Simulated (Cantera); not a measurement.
An adiabatic, constant-volume homogeneous reactor starts with CH4 : O2 : N2 = 1 : 1.25 : 4.7 (molar parts), equivalence ratio 1.6, at 1650 K and 1.01 bar.

Detailed kinetics in Cantera: GRI-Mech 3.0 (53 species, 325 reactions).

**Question.** Predict: time of steepest temperature rise; temperature at 0.100 s; equilibrium temperature; x(O2) at 0.100 s; x(O) at 0.100 s; x(CH2O) at 0.100 s; x(OH) at 0.100 s.

**Answer.** 
| Item | Result |
|---|---|
| time of steepest temperature rise | 0.330 ms |
| temperature at 0.100 s | 2944 K |
| equilibrium temperature | 2944 K |
| x(O2) at 0.100 s | 0.00173 (gas-phase equilibrium 0.00173) |
| x(O) at 0.100 s | 0.00272 (gas-phase equilibrium 0.00272) |
| x(CH2O) at 0.100 s | 7.66e-9 (gas-phase equilibrium 7.66e-9) |
| x(OH) at 0.100 s | 0.0141 (gas-phase equilibrium 0.0141) |
